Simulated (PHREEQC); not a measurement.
**Leach liquor**

Dissolve 0.038 mol/kgw H2SO4, 6e-05 mol/kgw NiSO4 and 0.031 mol/kgw Fe2(SO4)3 at 25 °C. Closed to the air; pH follows from the charge balance.

Equilibrium calculation in PHREEQC: ion-association model, wateq4f.dat.

No solid was allowed to form.

**Question.** What pH, ionic strength does the model give?

**Answer.** pH 1.55; ionic strength 0.142 mol/kgw.

**Question.** In which forms is S present?

**Answer.** FeSO4+ 33 %, HSO4- 26 %, SO4-2 22 %, Fe(SO4)2- 14 %, FeHSO4+2 5.6 % of the S.

The solution is supersaturated, for example in Hematite (slow to form), Goethite (slow to form), so a real one may precipitate; this is no full list.
